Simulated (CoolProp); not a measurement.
Vapour-liquid equilibrium of fluoroethane (R161) (1) + R134a (2) at 0.0372 MPa; x and y are mole fractions of (1).

Values from CoolProp's multi-fluid Helmholtz-energy mixture model, Wu 2012 and Tillner-Roth 1994; pair parameters Bell 2016.

```csv
x,"bubble temperature, mixture model (K)","bubble temperature, Raoult's law (K)","y, mixture model","y, Raoult's law"
0.05,226.7,226.5,0.078,0.088
0.15,225.6,225.1,0.225,0.246
0.25,224.5,223.8,0.362,0.383
0.35,223.3,222.6,0.486,0.503
0.45,222.1,221.4,0.598,0.608
0.55,220.9,220.3,0.698,0.700
0.65,219.8,219.2,0.785,0.781
0.75,218.6,218.2,0.860,0.853
0.85,217.5,217.2,0.924,0.917
0.95,216.4,216.3,0.977,0.974
```

The largest gap from Raoult's law is +0.7 K in bubble temperature, at x = 0.45. No azeotrope shows between x = 0.05 and 0.95.

The pair parameters rest on a limited set of measurements; away from them the model extrapolates.
